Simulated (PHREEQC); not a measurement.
Solution (25 °C): 130 mmol/kgw FeSO4, 0.06 mmol/kgw CuCl2 and 0.27 mmol/kgw NaCl. Closed to the air; pH follows from the charge balance.

Equilibrium calculation in PHREEQC: ion-association model, wateq4f.dat.

```
quantity                          before     after
------------------------------  --------  --------
pH                                  5.83      6.27
ionic strength (mol/kgw)           0.276   0.00466
Fe+2 (mol/kgw)                    0.0689   0.00116
SO4-2 (mol/kgw)                   0.0689   0.00116
FeSO4 (mol/kgw)                   0.0611  0.000136
Na+ (mol/kgw)                   0.000248   2.69e-6
SI of Tenorite (CuO)               -1.01     -1.51
SI of Melanterite (FeSO4:7H2O)     -1.24     -3.91
```

### Question
What was changed between the two runs?
A. FeSO4 from 0.13 to 0.013 mol/kgw
B. diluted 100-fold with water
C. 0.21 mol/kgw KCl added
D. NaCl from 0.00027 to 0.000405 mol/kgw
E. CuCl2 from 6e-05 to 6.6e-05 mol/kgw

### Answer
B, diluted 100-fold with water

No solid was allowed to form.
